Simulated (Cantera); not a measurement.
A freely propagating, adiabatic, planar premixed flame of H₂ : O₂ : N₂ : H₂O = 1 : 0.746 : 2.81 : 0.17 (molar parts), equivalence ratio 0.67, unburnt at 300 K and 0.410 bar; unity-Lewis-number transport, grid criteria slope 0.08 and curve 0.16, no radiation.

Detailed kinetics in Cantera: the H2/O2 subset of GRI-Mech 3.0, which has no nitrogen chemistry. Unity Lewis numbers drop preferential diffusion, which matters most where H2 and H carry the flame. Burning velocities carry a grid error of a few per cent, more on coarse grids. Lean hydrogen flames are cellular in practice and burn faster than this planar one.

Question: Predict: laminar burning velocity; thermal thickness; peak x(O); peak x(HO₂); peak x(OH).

Answer: 
| Quantity | Result |
|---|---|
| laminar burning velocity | 99.1 cm/s |
| thermal thickness | 0.818 mm |
| peak x(O) | 0.00945 |
| peak x(HO₂) | 0.000201 |
| peak x(OH) | 0.00948 |
